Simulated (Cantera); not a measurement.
Mixture: H₂ : O₂ : N₂ = 1 : 0.455 : 2.41 (molar parts), equivalence ratio 1.1, at 9.87 atm, adiabatic and at constant pressure. Ignition delay is the time to a rise of 400 K.

Detailed kinetics in Cantera: GRI-Mech 3.0 (53 species, 325 reactions). The hydrogen kinetics of GRI-Mech 3.0 are dated; newer H2 mechanisms differ, most at raised pressure. Below about 950 K walls govern HO2 and H2O2 in real vessels.

Question: What does this change do: 0.1 parts H2O added?

Answer: 
```tsv
quantity	before	after
delay at 875 K	0.256 s	0.258 s
delay at 1075 K	1.74 ms	1.99 ms
delay at 1275 K	8.45 µs	14.8 µs
delay at 1475 K	2.03 µs	2.21 µs
delay at 1675 K	1.10 µs	1.15 µs
apparent activation energy between 1475 and 1675 K	63 kJ/mol	67 kJ/mol
```

Question: What does this change do: pressure from 9.87 atm to 1.00 atm?

Answer: 
```json
[
 {"quantity": "delay at 875 K", "before": "0.256 s", "after": "0.765 s"},
 {"quantity": "delay at 1075 K", "before": "1.74 ms", "after": "0.138 ms"},
 {"quantity": "delay at 1275 K", "before": "8.45 µs", "after": "42.5 µs"},
 {"quantity": "delay at 1475 K", "before": "2.03 µs", "after": "25.8 µs"},
 {"quantity": "delay at 1675 K", "before": "1.10 µs", "after": "23.2 µs"}
]
```
Where the delays flatten at high temperature, the 400 K rule measures the pace of heat release, not the induction time.
